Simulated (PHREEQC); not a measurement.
Ultrapure water in contact with air or piping

Model water analysis in mg/L, 20 °C, pH 5.92, pe 1.2:

```csv
constituent,mg/L
Na,0.00725
K,0.000327
Ca,0.0138
Mg,0.00617
Cl,0.00173
S(6) as SO4,0.0566
Alkalinity as HCO3,0.0169
Mn(2),0.00232
Li,3.13e-05
```

Cl is adjusted to close the charge balance.
Valence states are taken as typed.

Model: ion-association model, phreeqc.dat, run in PHREEQC.

```
Property                  Value
--------------  ---------------
ionic strength  4.04e-6 mol/kgw
```

| species | molality | activity | log γ |
|---|---|---|---|
| CO2 | 4.27e-6 | 4.27e-6 | 0.000 |
| HCO3- | 1.48e-6 | 1.47e-6 | -0.001 |
| H+ | 1.20e-6 | 1.20e-6 | -0.001 |
| SO4-2 | 5.89e-7 | 5.84e-7 | -0.004 |
| Ca+2 | 3.44e-7 | 3.41e-7 | -0.004 |
| Na+ | 3.15e-7 | 3.15e-7 | -0.001 |
| Mg+2 | 2.54e-7 | 2.51e-7 | -0.004 |
| Cl- | 1.53e-7 | 1.53e-7 | -0.001 |
| Mn+2 | 4.22e-8 | 4.18e-8 | -0.004 |
| K+ | 8.36e-9 | 8.34e-9 | -0.001 |
| OH- | 5.71e-9 | 5.69e-9 | -0.001 |

No solid was allowed to form. Complexes and solids missing from the database can't appear.
